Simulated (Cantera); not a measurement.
A perfectly stirred reactor is fed with N2O : H2O = 1 : 0.023 (molar parts), at 0.0263 atm; it is held at 1223 K, and followed from long to short residence time.

Cantera simulation using GRI-Mech 3.0 (53 species, 325 reactions); the numbers are that mechanism's predictions, not measurements. GRI-Mech 3.0 was tuned for natural gas; its chemistry of N2O as a main component is partial and can be far from experiment. Radical loss at walls, strong at low pressure, is not modelled. The mechanism lacks the step 2 NO + O2 → 2 NO2, which can matter for NO2 below about 1400 K. The temperature is held fixed by assumption; the heat of reaction is taken as removed at once.

```tsv
quantity	before	after
x(N2O) at τ = 13.0 s	0.636	0.864
x(H2O) at τ = 13.0 s	0.0199	0.0216
x(HO2) at τ = 13.0 s	1.74e-7	2.50e-7
x(NO2) at τ = 13.0 s	0.000388	0.000383
x(H) at τ = 13.0 s	3.31e-9	5.81e-10
x(N2O) at τ = 48.0 ms	0.976	0.977
x(H2O) at τ = 48.0 ms	0.0225	0.0225
x(HO2) at τ = 48.0 ms	3.85e-6	1.81e-6
x(NO2) at τ = 48.0 ms	1.34e-5	1.48e-6
x(H) at τ = 48.0 ms	1.87e-9	2.94e-10
```

Q: Name the change that produced these shifts.
A. temperature 1223 to 1525 K
B. temperature 1223 to 1023 K
C. temperature 1223 to 1098 K
D. temperature 1223 to 1150 K

A: D, temperature 1223 to 1150 K
